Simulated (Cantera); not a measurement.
# Catalytic combustion on Pt

An isothermal plug-flow reactor at 650 K and 608 Torr (inlet), inlet velocity 0.38 m/s, active area per volume 390 1/m; feed H₂ : O₂ : N₂ : H₂O = 0.007 : 0.044 : 0.79 : 0.02 (molar parts), equivalence ratio 0.080.

Detailed kinetics in Cantera: Deutschmann's 1995 Pt surface mechanism with GRI-Mech 3.0 gas chemistry. Catalytic surfaces can have several steady states; this one follows from the mechanism file's or the stated starting coverage. Mass transfer to the wall is taken as infinitely fast.

```json
[
 {"z (m)": "3.8e-05", "x H₂": "0.00611", "x O₂": "0.0501", "x H₂O": "0.0253", "θ free Pt": "0.210", "θ O*": "0.773", "θ OH*": "0.0171"},
 {"z (m)": "8.2e-05", "x H₂": "0.00473", "x O₂": "0.0495", "x H₂O": "0.0267", "θ free Pt": "0.164", "θ O*": "0.820", "θ OH*": "0.0158"},
 {"z (m)": "0.00018", "x H₂": "0.00312", "x O₂": "0.0487", "x H₂O": "0.0283", "θ free Pt": "0.110", "θ O*": "0.876", "θ OH*": "0.0136"},
 {"z (m)": "0.00038", "x H₂": "0.00183", "x O₂": "0.0481", "x H₂O": "0.0296", "θ free Pt": "0.0657", "θ O*": "0.923", "θ OH*": "0.0109"},
 {"z (m)": "0.00082", "x H₂": "0.000954", "x O₂": "0.0477", "x H₂O": "0.0305", "θ free Pt": "0.0347", "θ O*": "0.957", "θ OH*": "0.00813"},
 {"z (m)": "0.0018", "x H₂": "0.000454", "x O₂": "0.0474", "x H₂O": "0.0310", "θ free Pt": "0.0173", "θ O*": "0.977", "θ OH*": "0.00583"},
 {"z (m)": "0.0038", "x H₂": "0.000207", "x O₂": "0.0473", "x H₂O": "0.0313", "θ free Pt": "0.00939", "θ O*": "0.986", "θ OH*": "0.00432"}
]
```
x: gas mole fraction; θ: surface coverage.
